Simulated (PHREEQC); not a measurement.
0.035 g of hydrous ferric oxide (600 m²/g; 0.2 weak and 0.005 strong sites per Fe, Dzombak-Morel constants, diffuse double layer) in 1 kg of water with 0.005 mol/kgw of an inert sodium salt, at 25 °C; the pH is set by adding NaOH or the inert anion's acid. Oxygen alone is held at its pressure in air (log pO2 = -0.68). CO2 from the air is kept out. Precipitation was switched off in this run.

Base run: PHREEQC, ion-association model, wateq4f.dat. Each further column changes one thing. The table gives surface charge σ (C/m²).

| pH | base | background salt from 0.005 to 0.0005 mol/kgw | oxide from 0.035 to 0.18 g/kgw | 5.6e-05 mol/kgw Ag2SO4 added |
|---|---|---|---|---|
| 4 | 0.182 | 0.097 | 0.183 | 0.045 |
| 4.38 | 0.142 | 0.068 | 0.143 | 0.042 |
| 5.12 | 0.082 | 0.034 | 0.082 | 0.033 |
| 5.5 | 0.059 | 0.023 | 0.060 | 0.029 |
| 6.25 | 0.029 | 0.010 | 0.029 | 0.020 |
| 6.62 | 0.020 | 0.007 | 0.020 | 0.016 |
| 7.38 | 0.007 | 0.002 | 0.007 | 0.007 |
| 7.75 | 0.003 | 0.001 | 0.003 | 0.003 |
| 8.5 | -0.004 | -0.001 | -0.004 | -0.004 |
| 8.88 | -0.008 | -0.003 | -0.008 | -0.008 |
| 9.62 | -0.020 | -0.007 | -0.020 | -0.018 |
| 10 | -0.030 | -0.012 | -0.030 | -0.024 |
